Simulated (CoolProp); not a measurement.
Vapour-liquid equilibrium of carbon dioxide (1) + carbonyl sulfide (2) at 911 kPa; x and y are mole fractions of (1).

Model: multi-fluid Helmholtz-energy mixture model, Span 1996 and Lemmon 2006; pair parameters Bell 2016, in CoolProp.

```csv
x,"bubble temperature, mixture model (K)","bubble temperature, Raoult's law (K)","y, mixture model","y, Raoult's law"
0.05,?,278.1,?,0.217
0.15,260.5,267.4,0.549,0.491
0.25,252.1,259.4,0.686,0.652
0.35,?,253.1,0.764,0.757
0.45,?,248.0,?,0.828
0.55,?,243.8,0.852,0.880
0.65,237.3,240.1,0.885,0.919
0.75,235.2,237.0,?,0.949
0.85,233.3,234.2,0.946,0.973
0.95,231.4,231.7,0.980,0.992
```

Question: What belongs in the gaps?

Answer: 
- 0.05, bubble temperature, mixture model (K): 274.6
- 0.05, y, mixture model: 0.263
- 0.35, bubble temperature, mixture model (K): 246.6
- 0.45, bubble temperature, mixture model (K): 242.7
- 0.45, y, mixture model: 0.814
- 0.55, bubble temperature, mixture model (K): 239.7
- 0.75, y, mixture model: 0.915

The largest gap from Raoult's law is -7.3 K in bubble temperature, at x = 0.25. No azeotrope shows between x = 0.05 and 0.95.

Pair parameters are fitted to limited data, so mixtures are less certain than the pure fluids.
